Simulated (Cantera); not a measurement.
Input (Python, Cantera) and output of one run.

```python
import numpy as np
import cantera as ct

gas_names = """
    Fe FeO Fe(OH)2 H HO2 H2 H2O H2O2 O OH O2 O3
""".split()
cond_names = """
    Fe(a) Fe(c) Fe(d) Fe(L) FeO(s) FeO(L) Fe(OH)2(s) Fe(OH)3(s) Fe2O3(s) Fe3O4(s) H2O(s) H2O(L)
""".split()


def load(file, names, dense=False):
    # The tables refer to 1 bar. Condensed volumes are neglected.
    table = {s.name: s for s in ct.Species.list_from_file(file)}
    out = []
    for n in names:
        d = dict(table[n].input_data)
        d["thermo"] = dict(d["thermo"], **{"reference-pressure": 1e5})
        if dense:
            d["equation-of-state"] = {"model": "constant-volume", "density": "1e6 g/cm^3"}
        out.append(ct.Species.from_dict(d))
    return out


gas = ct.Solution(thermo="ideal-gas", species=load("nasa_gas.yaml", gas_names))
cond = {s.name: ct.Solution(thermo="fixed-stoichiometry", species=[s], name=s.name)
        for s in load("nasa_condensed.yaml", cond_names, dense=True)}
atoms = {
    'Fe3O4': {'Fe': 3, 'O': 4},
    'H2': {'H': 2},
    'H2O': {'H': 2, 'O': 1},
}
top_T = {'Fe2O3(s)': 1830, 'Fe3O4(s)': 1870}  # K; cautious upper limits of use, not melting points


def equilibrate(T, P, feed):
    n = {}
    for name, mol in feed.items():
        for a, k in atoms[name].items():
            n[a] = n.get(a, 0.0) + k * mol
    gas.TPX = T, P, n
    mass = sum(n.values()) * gas.mean_molecular_weight
    gas.equilibrate("TP")
    valid = [c for c in cond.values() if c.min_temp <= T <= top_T.get(c.name, c.max_temp)]
    mix = ct.Mixture([(gas, mass / gas.mean_molecular_weight)] + [(c, 0.0) for c in valid])
    mix.T, mix.P = T, P
    mix.equilibrate("TP", solver="vcs", rtol=1e-11, max_steps=5000)
    return mix


results = []
feed = {'Fe3O4': 1, 'H2': 1700, 'H2O': 0.62}  # mol
T = 998.15  # K
P = 27  # Pa
mix = equilibrate(T, P, feed)
results.append((T, P, feed, dict(zip(mix.species_names, mix.species_moles))))
x = sorted(zip(gas.X, gas.species_names), reverse=True)
print(f"T = {T:g} K  P = {P:g} Pa  gas = {mix.phase_moles(0):.4g} mol")
print("   x: " + "  ".join(f"{s} {v:.3e}" for v, s in x if v > 1e-06))
print("   condensed (mol): " + ("  ".join(f"{mix.phase(i).name} {mix.phase_moles(i):.4g}"
      for i in range(1, mix.n_phases) if mix.phase_moles(i) > 1e-12) or "none"))
```

It prints:

```
T = 998.15 K  P = 27 Pa  gas = 1701 mol
   x: H2 9.973e-01  H2O 2.717e-03
   condensed (mol): Fe(a) 3
```

Method: chemical equilibrium by Gibbs-energy minimisation in Cantera with the NASA 1993 tables (ideal gas, pure condensed phases).
